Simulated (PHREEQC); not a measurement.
Ultrapure water in contact with air or piping

Model water analysis in mg/L, 25 °C, pH 6.36, pe 2:

| constituent | mg/L |
|---|---|
| Na | 0.0462 |
| K | 0.00104 |
| Ca | 0.00811 |
| Mg | 0.014 |
| Cl | 0.0971 |
| S(6) as SO4 | 0.0191 |
| Alkalinity as HCO3 | 0.033 |
| F | 0.00214 |
| Br | 8.7e-05 |
| B | 0.000753 |
| Mn(2) | 0.000187 |
| Fe(2) | 0.000559 |

Valence states are taken as typed.

All values are PHREEQC results (ion-association model, phreeqc.dat), not measurements.

Precipitation was switched off in this run.

Question: Predict the charge-balance error.

Answer: charge-balance error -2.1 %.

Question: In which forms is C present?

Answer: HCO3- 51 %, CO2 49 % of the C.

Real BF4- forms and hydrolyses slowly; the run takes it at equilibrium. Fluoro complexes past AlF4- and FeF3 are missing from the database.
